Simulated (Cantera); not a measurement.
**Hydrocarbon pyrolysis for carbon deposition**

A perfectly stirred reactor is fed with CH4 : N2 = 1 : 21 (molar parts), at 0.0987 atm; it is held at 1550 K, and followed from long to short residence time.

Cantera simulation using GRI-Mech 3.0 (53 species, 325 reactions); the numbers are that mechanism's predictions, not measurements. GRI-Mech 3.0 stops at C3 and has no aromatics, soot or wall deposition, so with more carbon than oxygen in the feed, carbon stays in small species such as C2H2 where larger ones or solid carbon would form.

```
τ (s)     x CH4    x C2H6     x C2H    x C2H2     x HCN      x H
-------  ------  --------  --------  --------  --------  -------
0.45     0.0319   2.99e-5   4.55e-9   0.00579   3.14e-8  5.77e-6
0.20     0.0373   4.22e-5   2.52e-9   0.00297   1.01e-8  3.56e-6
0.086    0.0416   4.63e-5  9.00e-10  0.000951   1.98e-9  1.67e-6
0.038    0.0442   2.98e-5  1.62e-10  0.000143  1.82e-10  5.34e-7
0.017    0.0452   1.00e-5  1.68e-11   9.89e-6  1.11e-11  1.49e-7
0.0074   0.0454   2.10e-6  1.25e-12   4.20e-7  1.05e-12  6.11e-8
0.0033   0.0454   3.52e-7    <1e-12   1.74e-8    <1e-12  4.32e-8
0.0014   0.0454   4.14e-8    <1e-12  5.64e-10    <1e-12  3.91e-8
0.00063  0.0454   4.71e-9    <1e-12  2.27e-11    <1e-12  3.81e-8
0.00028  0.0455  4.58e-10    <1e-12    <1e-12    <1e-12  3.73e-8
0.00012  0.0455  3.66e-11    <1e-12    <1e-12    <1e-12  3.56e-8
```
x: mole fraction; the columns are a selection and need not sum to one.
